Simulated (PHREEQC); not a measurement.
Alkaline etch or developer

A solution holds 2.5 mmol/kgw TMAH, 0.42 mmol/kgw CO2 and 0.052 mmol/kgw Na2CO3, at 25 °C. Closed to the air; pH follows from the charge balance.

Computed with PHREEQC (ion-association model, phreeqc.dat).

Precipitation was switched off in this run.

Task: Predict the pH, ionic strength.

Result: pH 11.20; ionic strength 0.00303 mol/kgw.

Task: In which forms is C present?

Result: CO3-2 90 %, HCO3- 10 % of the C.

(CH3)4N+ isn't in the database: it is added as a free cation with an ion size of 4 Å.
